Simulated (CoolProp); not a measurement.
R227EA at 224.47 K and 1.44 MPa flows at 0.59 m/s in a round tube of 4.6 mm bore and 0.25 µm roughness, fully developed (64/Re and Nu = 3.66 if laminar; Colebrook and Gnielinski if turbulent). Each further row changes one setting.

Computed with CoolProp (reference Helmholtz-energy equation of state, Lemmon 2016).

```tsv
case	Reynolds number	Darcy friction factor	pressure drop (Pa/m)	heat-transfer coefficient (W/(m² K))	mass flow (kg/h)
as stated	6700	0.0345	2160	988	58.4
velocity 1.18 m/s	13400	0.0287	7190	1910	117
diameter 9.2 mm	13400	0.0287	897	955	234
```

Viscosity comes from a separate model (Huber 2003), an estimate that may be off by 10 % or more. Thermal conductivity comes from a separate model (Huber 2003), an estimate that may be off by 10 % or more.
